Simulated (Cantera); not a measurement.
Input: 1 mol CCl4, 0.033 mol F2, at 440 Pa.

Method: chemical equilibrium by Gibbs-energy minimisation in Cantera with the NASA 1993 tables (ideal gas, pure condensed phases). Candidate condensed phases: C; 27 gas species. Equilibrium is a limit: real reactors are often held back by kinetics, nucleation or transport.

Question: What share of the C ends up in condensed phases as a function of T (°C), at 2477, 2552, 2627, 2702, 2777, 2852, 2927?

Answer: 
```json
[
 {"T (°C)": "2477", "C condensed (%)": "94.2", "as": "C(graphite)"},
 {"T (°C)": "2552", "C condensed (%)": "85.6", "as": "C(graphite)"},
 {"T (°C)": "2627", "C condensed (%)": "65.3", "as": "C(graphite)"},
 {"T (°C)": "2702", "C condensed (%)": "17.2", "as": "C(graphite)"},
 {"T (°C)": "2777", "C condensed (%)": "0.0", "as": "-"},
 {"T (°C)": "2852", "C condensed (%)": "0.0", "as": "-"},
 {"T (°C)": "2927", "C condensed (%)": "0.0", "as": "-"}
]
```
